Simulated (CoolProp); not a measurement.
Vapour-liquid equilibrium of p-xylene (1) + n-undecane (2) at 0.0339 bar; x and y are mole fractions of (1).

Computed with CoolProp (multi-fluid Helmholtz-energy mixture model, Zhou 2012 and Aleksandrov 2011; pair parameters Bell 2016).

Question: Give the bubble temperature and the first vapour's composition at x = 0.05, 0.2, 0.35. Is there an azeotrope?

Answer: x = 0.05: 87.5 °C, y = 0.295; x = 0.2: 73.5 °C, y = 0.704; x = 0.35: 64.5 °C, y = 0.853. No azeotrope shows between x = 0.05 and 0.95.

The pair parameters rest on a limited set of measurements; away from them the model extrapolates.
